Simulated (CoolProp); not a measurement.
Octamethylcyclotetrasiloxane (D4) at several states: Z from the reference equation and from simpler models built on Tc = 313.4 °C, pc = 1347 kPa, ω = 0.598; each cubic takes its own stable root.

Values from CoolProp's reference Helmholtz-energy equation of state, Thol 2015.

| T (°C) | p (kPa) | phase | reference | Redlich-Kwong | Soave-Redlich-Kwong |
|---|---|---|---|---|---|
| 154.95 | 23.6 | gas | 0.9798 | 0.9855 | 0.9816 |
| 137.05 | 4010 | liquid | 0.4200 | 0.4868 | 0.4573 |
| 173.95 | 25.7 | gas | 0.9813 | 0.9859 | 0.9826 |
| 209.75 | 717 | liquid | 0.07369 | 0.09078 | 0.08184 |
| 298.05 | 4810 | liquid | 0.4834 | 0.5375 | 0.5298 |
| 223.65 | 437 | liquid | 0.04526 | 0.7883 | 0.05088 |

At some of these states Redlich-Kwong gives the other phase, because its saturation line lies elsewhere.
